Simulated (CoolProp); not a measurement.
R1224YDZ along the isobar 16.7 bar: density (kg/m³) from the reference equation and from simpler models built on Tc = 428.7 K, pc = 33.34 bar, ω = 0.325; each cubic takes its own stable root.

Model: reference Helmholtz-energy equation of state, Akasaka 2023, in CoolProp.

| T (K) | phase | reference | van der Waals | Redlich-Kwong | Peng-Robinson |
|---|---|---|---|---|---|
| 201 | liquid | 1605 | 931.8 | 1381 | 1589 |
| 207.9 | liquid | 1589 | 924.2 | 1368 | 1578 |
| 214.8 | liquid | 1573 | 916.4 | (withheld) | 1566 |
| 221.6 | liquid | 1556 | 908.7 | 1342 | 1555 |
| 228.5 | liquid | 1540 | 900.6 | 1329 | 1542 |
| 235.4 | liquid | 1524 | 892.3 | 1315 | 1529 |
| 242.2 | liquid | (withheld) | 884.0 | 1301 | 1516 |
| 249.1 | liquid | 1490 | 875.4 | 1286 | 1502 |
| 256 | liquid | 1474 | 866.5 | 1270 | 1487 |
| 262.9 | liquid | (withheld) | 857.4 | 1255 | 1472 |
| 269.7 | liquid | (withheld) | 848.2 | 1239 | 1456 |

### Question
Some entries are withheld; supply them.

### Answer

- 214.8, Redlich-Kwong: 1356
- 242.2, reference: 1507
- 262.9, reference: 1457
- 269.7, reference: 1440
